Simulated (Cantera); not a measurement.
Feed: 1 mol V, 0.01 mol O₂, 7.7 mol H₂, equilibrated at 13300 Pa.

Method: chemical equilibrium by Gibbs-energy minimisation in Cantera with the NASA 1993 tables (ideal gas, pure condensed phases). Candidate condensed phases: H₂O, V, VO, V₂O₃, V₂O₄, V₂O₅; 12 gas species. Mutual solubility and eutectic melting of coexisting phases are not modelled. VO: taken at fixed stoichiometry. Condensed phases not in the tables: N, O or C dissolved in the metal. Kinetics and transport are ignored. All values below are at 1052 °C.

Base state: H₂ 1.000 (mole fractions); condensed: V(s) + VO(s).

Question: What changes in the equilibrium state with this change: O₂ from 0.01 to 5.5 mol?

Answer: 
```
species        before    after
------------  -------  -------
H₂O           2.14e-6    0.936
O₂              <1e-9   0.0635
OH              <1e-9  5.24e-5
H₂              1.000  1.37e-6
V(s), mol       0.980        0
VO(s), mol     0.0200        0
V₂O₄(s), mol        0    0.245
V₂O₅(l), mol        0    0.255
```
Condensed phases not in the tables: the oxides between V₂O₃ and V₂O₅ other than VO₂. Gases not in the tables: V₄O₁₀.
